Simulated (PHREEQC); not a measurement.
Dissolve 17 mmol/kgw HF, 0.15 mmol/kgw KF and 64 mmol/kgw H2SO4 at 25 °C. Closed to the air; pH follows from the charge balance.

Model: ion-association model, wateq4f.dat, run in PHREEQC.

```csv
quantity,before,after
pH,1.18,1.77
ionic strength (mol/kgw),0.0954,0.0254
H2F2 (mol/kgw),0.000650,2.72e-5
F- (mol/kgw),0.000211,0.000150
```

### Question
Which change was made?
(A) 0.0084 mol/kgw KHSO4 added
(B) KF from 0.00015 to 0.0015 mol/kgw
(C) 0.0079 mol/kgw CO2 added
(D) diluted 5-fold with water
(E) HF from 0.017 to 0.085 mol/kgw

### Answer
D, diluted 5-fold with water

This is a speciation only: nothing precipitates in the calculation. wateq4f.dat counts part of the HF as a dimer, H2F2, which phreeqc.dat doesn't know; its constant is uncertain.
